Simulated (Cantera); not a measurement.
A closed system holds: 1 mol BF₃, 10 mol H₂, equilibrated at 1573.15 K and 0.00610 bar.

Method: chemical equilibrium by Gibbs-energy minimisation in Cantera with the NASA 1993 tables (ideal gas, pure condensed phases). Candidate condensed phases: B; 20 gas species. The tables' values for BF₂ are old estimates; treat these amounts as uncertain. Equilibrium is a limit: real reactors are often held back by kinetics, nucleation or transport.

Base state: H₂ 0.893, BF₃ 0.0757, HF 0.0165, BF₂ 0.00797, BHF₂ 0.00494, BF 0.00178, H 0.000493 (mole fractions); condensed: gas only.

Task: What changes in the equilibrium state with this change: temperature from 1573.15 K to 2373.15 K?

Result: 
```tsv
species	before	after
H₂	0.893	0.642
H	0.000493	0.143
HF	0.0165	0.136
BF₃	0.0757	0.00165
BF	0.00178	0.0599
BF₂	0.00797	0.0164
F	<1e-9	4.50e-5
B	<1e-9	1.40e-5
BHF₂	0.00494	0.000209
```

Task: What changes in the equilibrium state with this change: pressure from 0.00610 bar to 0.00120 bar?

Result: 
```csv
species,before,after
H₂,0.893,0.886
BF₃,0.0757,0.0707
HF,0.0165,0.0234
BF₂,0.00797,0.0118
BF,0.00178,0.00417
H,0.000493,0.00111
BHF₂,0.00494,0.00323
```

Task: What changes in the equilibrium state with this change: pressure from 0.00610 bar to 0.00370 bar?

Result: 
```
species    before     after
-------  --------  --------
H₂          0.893     0.891
BF₃        0.0757    0.0744
HF         0.0165    0.0182
BF        0.00178   0.00236
H        0.000493  0.000632
BF₂       0.00797   0.00910
```
